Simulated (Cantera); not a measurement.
What does this Cantera script print?

```python
import numpy as np
import cantera as ct

gas_names = [...]  # 57 gases of nasa_gas.yaml made of Al, F, H, N, O
cond_names = """
    AL(cr) AL(L) ALF3(a) ALF3(b) ALF3(L) ALN(s) AL2O3(a) AL2O3(L) H2O(s) H2O(L)
""".split()


# ... load() reads the species with a 1 bar reference pressure and builds the phases ...
atoms = {
    'AlF3': {'AL': 1, 'F': 3},
    'H2O': {'H': 2, 'O': 1},
    'N2': {'N': 2},
}
top_T = {'ALN(s)': 2750}  # K; cautious upper limits of use, not melting points


# ... equilibrate(T, P, feed) seeds the gas with the atoms and calls Mixture.equilibrate('TP', solver="vcs", rtol=1e-11, max_steps=5000) ...
results = []
feed = {'AlF3': 1, 'H2O': 3.3, 'N2': 410}  # mol
P = 0.54  # Pa
for T in [700, 800, 900, 1000, 1100, 1200, 1300, 1400, 1500, 1600, 1700, 1800, 1900, 2000]:
    mix = equilibrate(T, P, feed)
    results.append((T, P, feed, dict(zip(mix.species_names, mix.species_moles))))
    x = sorted(zip(gas.X, gas.species_names), reverse=True)
    print(f"T = {T:g} K  P = {P:g} Pa  gas = {mix.phase_moles(0):.4g} mol")
    print("   x: " + "  ".join(f"{s} {v:.3e}" for v, s in x if v > 0.0001))
    print("   condensed (mol): " + ("  ".join(f"{mix.phase(i).name} {mix.phase_moles(i):.4g}"
          for i in range(1, mix.n_phases) if mix.phase_moles(i) > 1e-12) or "none"))
```

Output:

```
T = 700 K  P = 0.54 Pa  gas = 414.8 mol
   x: N2 9.884e-01  HF 7.232e-03  H2O 4.340e-03
   condensed (mol): AL2O3(a) 0.5
T = 800 K  P = 0.54 Pa  gas = 414.8 mol
   x: N2 9.884e-01  HF 7.230e-03  H2O 4.340e-03
   condensed (mol): AL2O3(a) 0.4998
T = 900 K  P = 0.54 Pa  gas = 414.8 mol
   x: N2 9.884e-01  HF 7.220e-03  H2O 4.343e-03
   condensed (mol): AL2O3(a) 0.4987
T = 1000 K  P = 0.54 Pa  gas = 414.8 mol
   x: N2 9.884e-01  HF 7.186e-03  H2O 4.351e-03
   condensed (mol): AL2O3(a) 0.4952
T = 1100 K  P = 0.54 Pa  gas = 414.8 mol
   x: N2 9.884e-01  HF 7.098e-03  H2O 4.373e-03
   condensed (mol): AL2O3(a) 0.4861
T = 1200 K  P = 0.54 Pa  gas = 414.8 mol
   x: N2 9.884e-01  HF 6.915e-03  H2O 4.418e-03  ALF2O 1.586e-04
   condensed (mol): AL2O3(a) 0.4671
T = 1300 K  P = 0.54 Pa  gas = 414.8 mol
   x: N2 9.884e-01  HF 6.602e-03  H2O 4.492e-03  ALF2O 3.153e-04  H2 1.591e-04
   condensed (mol): AL2O3(a) 0.4346
T = 1400 K  P = 0.54 Pa  gas = 414.8 mol
   x: N2 9.884e-01  HF 6.159e-03  H2O 4.570e-03  ALF2O 5.366e-04  H2 2.829e-04
   condensed (mol): AL2O3(a) 0.3887
T = 1500 K  P = 0.54 Pa  gas = 414.9 mol
   x: N2 9.882e-01  HF 5.644e-03  H2O 4.540e-03  ALF2O 7.933e-04  H2 4.867e-04  H 1.671e-04
   condensed (mol): AL2O3(a) 0.3353
T = 1600 K  P = 0.54 Pa  gas = 415.1 mol
   x: N2 9.877e-01  HF 5.092e-03  H2O 4.170e-03  ALF2O 1.065e-03  H2 8.302e-04  H 6.741e-04  O2 2.056e-04  OH 1.326e-04
   condensed (mol): AL2O3(a) 0.278
T = 1700 K  P = 0.54 Pa  gas = 415.7 mol
   x: N2 9.861e-01  HF 4.403e-03  H2O 3.202e-03  H 2.251e-03  ALF2O 1.392e-03  H2 1.260e-03  O2 4.825e-04  O 4.225e-04  OH 2.955e-04  NO 1.555e-04
   condensed (mol): AL2O3(a) 0.2048
T = 1800 K  P = 0.54 Pa  gas = 417.1 mol
   x: N2 9.828e-01  H 5.814e-03  HF 3.357e-03  ALF2O 1.843e-03  H2O 1.677e-03  O 1.429e-03  H2 1.424e-03  O2 7.452e-04  OH 4.521e-04  NO 2.765e-04  ALOF 1.334e-04
   condensed (mol): AL2O3(a) 0.08475
T = 1900 K  P = 0.54 Pa  gas = 418.8 mol
   x: N2 9.789e-01  H 1.006e-02  O 3.227e-03  HF 2.809e-03  ALF2O 1.960e-03  H2 8.686e-04  O2 6.319e-04  H2O 3.895e-04  OH 3.708e-04  NO 3.506e-04  ALOF 3.164e-04  ALF 1.083e-04
   condensed (mol): none
T = 2000 K  P = 0.54 Pa  gas = 419.7 mol
   x: N2 9.767e-01  H 1.185e-02  O 4.830e-03  HF 3.067e-03  ALF2O 1.650e-03  ALF 4.165e-04  NO 3.121e-04  ALOF 3.065e-04  H2 2.866e-04  O2 2.814e-04  OH 1.599e-04
   condensed (mol): none
```

Equilibrium computed with Cantera from the NASA thermochemical tables; the gas is ideal and each condensed phase is pure. The tables' values for AlOF are old estimates; treat these amounts as uncertain.
